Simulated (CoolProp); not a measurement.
Model: reference Helmholtz-energy equation of state, Thol 2019, in CoolProp.

**Question.** For decamethylcyclopentasiloxane (D5), give the phase and the cv (kJ/(kg K)), speed of sound (m/s) at 620 K and 64.7 bar.

**Answer.** 
- 620 K and 64.7 bar: supercritical; cv 1.98, speed of sound 300
